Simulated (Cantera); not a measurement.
Feed: 1 mol FeCl₃, 0.088 mol O₂, 0.26 mol N₂, held at 2198.15 K and 0.100 bar.

Cantera equilibrium calculation (NASA polynomials, part measured and part estimated; ideal gas, pure solids and liquids). Candidate condensed phases: Fe, FeCl₂, FeCl₃, FeO, Fe₂O₃, Fe₃O₄; 19 gas species. The numbers say what is thermodynamically allowed, not how fast it happens.

Base state: FeCl₂ 0.427, Cl 0.412, N₂ 0.111, O₂ 0.0359, Cl₂ 0.00783, FeCl₃ 0.00242, NO 0.00195, O 0.00160 (mole fractions); condensed: gas only.

**Question.** What changes in the equilibrium state with this change: N₂ from 0.26 to 13 mol?

**Answer.** 
| species | before | after |
|---|---|---|
| N₂ | 0.111 | 0.860 |
| FeCl₂ | 0.427 | 0.0661 |
| Cl | 0.412 | 0.0660 |
| O₂ | 0.0359 | 0.00455 |
| Fe₂Cl₄ | 2.16e-5 | 5.17e-7 |
| FeCl₃ | 0.00242 | 6.01e-5 |

**Question.** What changes in the equilibrium state with this change: temperature from 2198.15 K to 1700 K?

**Answer.** 
```
species   before    after
-------  -------  -------
FeCl₂      0.427    0.443
Cl         0.412    0.208
N₂         0.111    0.130
Cl₂      0.00783    0.117
FeCl₃    0.00242   0.0573
O₂        0.0359   0.0436
FeO      1.38e-5  2.32e-9
FeCl     2.09e-5  1.16e-8
```

**Question.** What changes in the equilibrium state with this change: temperature from 2198.15 K to 1198 K?

**Answer.** 
| species | before | after |
|---|---|---|
| FeCl₃ | 0.00242 | 0.503 |
| N₂ | 0.111 | 0.185 |
| Cl₂ | 0.00783 | 0.176 |
| Cl | 0.412 | 0.00614 |
| FeCl₂ | 0.427 | 0.121 |
| O₂ | 0.0359 | 0.00401 |
| Fe₂Cl₆ | <1e-9 | 0.00343 |
| O | 0.00160 | 4.81e-9 |
| FeCl | 2.09e-5 | <1e-9 |
| Fe₂O₃(s), mol | 0 | 0.0549 |
